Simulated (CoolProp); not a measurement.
A single-stage vapour-compression cycle with R236FA: evaporating at 290.15 K (dew point), condensing at 345.15 K (bubble point), superheat 0 K, subcooling 2 K, compressor efficiency 0.9, no pressure losses. Each further row changes one setting.

The numbers come from the reference Helmholtz-energy equation of state, Pan 2012 in CoolProp.

| case | cooling COP | pressure ratio | discharge temperature (K) | refrigerating effect (kJ/kg) | volumetric capacity (kJ/m³) |
|---|---|---|---|---|---|
| as stated | 3.20 | 5.00 | 345.1 | 81.4 | 1150 |
| evaporating temperature 295.15 K | 3.73 | 4.20 | 345.1 | 84.8 | 1410 |
| condensing temperature 340.15 K | 3.74 | 4.42 | 340.1 | 88.3 | 1240 |
| subcooling 7 K | 3.47 | 5.00 | 345.1 | 88.3 | 1240 |
| superheat 10 K | 3.33 | 5.00 | 346.2 | 90.0 | 1210 |
| compressor efficiency 0.8 | 2.85 | 5.00 | 345.1 | 81.4 | 1150 |

The compression ends wet for: as stated; evaporating temperature 295.15 K; condensing temperature 340.15 K; subcooling 7 K; compressor efficiency 0.8.
